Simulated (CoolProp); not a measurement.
Vapour pressure (MPa) of decamethylcyclopentasiloxane (D5): the reference equation beside estimates from Tc = 345.1 °C, pc = 1.078 MPa, ω = 0.631. Clausius-Clapeyron is anchored at 202.85 °C with a constant enthalpy of vaporisation of 41.85 kJ/mol.

Computed with CoolProp (reference Helmholtz-energy equation of state, Thol 2019).

```tsv
T (°C)	reference	Clausius-Clapeyron	van der Waals
197.15	0.07249	0.07346	0.3258
202.85	0.08350	0.08350	0.3451
208.55	0.09577	0.09463	0.3651
214.15	0.1091	0.1067	0.3854
219.85	0.1241	0.1202	0.4068
225.55	0.1407	0.1351	0.4290
231.25	0.1589	0.1515	0.4519
236.85	0.1785	0.1690	0.4752
```

Absolute difference from the reference over all 8 rows, mean and median: Clausius-Clapeyron 2.7 and 2.7 %, van der Waals 247.6 and 240.5 %.
